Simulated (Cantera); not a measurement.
Input: 1 mol PbO, 0.012 mol O2, 0.19 mol H2, at 62000 Pa.

These are equilibrium values from Cantera (NASA tables, ideal gas, pure condensed phases), not measurements of a reactor. Candidate condensed phases: H2O, Pb, PbO, PbO2, Pb3O4; 12 gas species. Rates play no part.

x: gas mole fraction; n: condensed amount in mol.

```tsv
T (K)	x H2O	x H2	x Pb	x PbO	n Pb(s)	n PbO(red)	n Pb(l)	n PbO(yellow)
473	1.000	4.42e-6	<1e-12	<1e-12	0.166	0.834	0	0
523	1.000	8.28e-6	<1e-12	<1e-12	0.166	0.834	0	0
573	1.000	1.42e-5	(withheld)	<1e-12	0.166	0.834	0	0
623	1.000	2.18e-5	(withheld)	<1e-12	0	0.834	0.166	0
673	1.000	3.07e-5	(withheld)	<1e-12	0	0.834	0.166	0
723	1.000	4.17e-5	(withheld)	1.25e-12	0	0.834	0.166	0
773	1.000	5.49e-5	(withheld)	2.59e-11	0	0	0.166	0.834
823	1.000	7.06e-5	(withheld)	3.66e-10	0	0	0.166	0.834
873	1.000	8.89e-5	(withheld)	3.80e-9	0	0	0.166	0.834
923	1.000	0.000110	(withheld)	3.04e-8	0	0	0.166	0.834
973	1.000	0.000133	(withheld)	1.95e-7	0	0	0.166	0.834
```

### Question
Some entries are withheld; supply them.

### Answer

- 573, x Pb: 1.34e-12
- 623, x Pb: 3.35e-11
- 673, x Pb: 4.94e-10
- 723, x Pb: 4.99e-9
- 773, x Pb: 3.72e-8
- 823, x Pb: 2.17e-7
- 873, x Pb: 1.03e-6
- 923, x Pb: 4.09e-6
- 973, x Pb: 1.41e-5
